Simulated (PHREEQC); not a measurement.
Metal-bearing waste water

Make-up at 25 °C: 0.086 mol/kgw FeSO4, 0.0023 mol/kgw ZnCl2 and 0.021 mol/kgw NaCl. Closed to the air; pH follows from the charge balance.

Model: ion-association model, phreeqc.dat, run in PHREEQC.

Precipitation was switched off in this run.

### Question
Estimate the pH, ionic strength, specific conductance.

### Answer
pH 5.83; ionic strength 0.220 mol/kgw; specific conductance 10300 µS/cm.

### Question
In which forms is Fe present?

### Answer
Fe+2 58 %, FeSO4 42 %, FeCl+ 0.6 % of the Fe.

Complexes and solids missing from the database can't appear.
